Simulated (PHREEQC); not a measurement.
1.6 g of hydrous ferric oxide (600 m²/g; 0.2 weak and 0.005 strong sites per Fe, Dzombak-Morel constants, diffuse double layer) in 1 kg of water with 0.005 mol/kgw of an inert sodium salt and 7e-05 mol ZnSO4, at 25 °C; the pH is set by adding NaOH or the inert anion's acid. Oxygen alone is held at its pressure in air (log pO2 = -0.68). No CO2 enters from the air. Nothing may precipitate in this run.

Computed with PHREEQC (ion-association model, wateq4f.dat).

```csv
pH,S sorbed (%),Zn sorbed (%),surface charge σ (C/m²),surface potential ψ (mV)
3,100.0,0.0,0.301,209
3.75,100.0,0.1,0.214,?
4.12,100.0,?,0.171,186
4.88,100.0,5.9,0.098,159
5.25,99.9,20.3,0.072,145
6,98.7,?,?,111
6.75,80.9,98.3,0.017,?
7.12,49.6,99.6,0.011,55
7.88,4.0,100.0,0.002,15
8.25,0.8,100.0,-0.001,-6
9,0.0,100.0,-0.009,-48
```

Problem. Complete the blanks.

Solution. 
- 3.75, surface potential ψ (mV): 196
- 4.12, Zn sorbed (%): 0.3
- 6, Zn sorbed (%): 76.0
- 6, surface charge σ (C/m²): 0.037
- 6.75, surface potential ψ (mV): 74

Species that the database lacks are ignored. The oxide is taken as insoluble; below pH 4 it would dissolve.
